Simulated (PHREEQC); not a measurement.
**Arsenic or selenium liquor**

Solution (25 °C): 0.012 mol/kgw H3AsO4. Closed to the air; pH follows from the charge balance.

Computed with PHREEQC (ion-association model, wateq4f.dat).

```yaml
pH: 2.26
ionic_strength: 0.00596 mol/kgw
total_alkalinity: -12.0 meq/kg
```

```tsv
species	molality	activity	log γ
H3AsO4	0.00605	0.00605	0.001
H+	0.00596	0.00553	-0.032
H2AsO4-	0.00595	0.00549	-0.036
HAsO4-2	9.53e-8	6.86e-8	-0.143
```

This is a speciation only: nothing precipitates in the calculation.
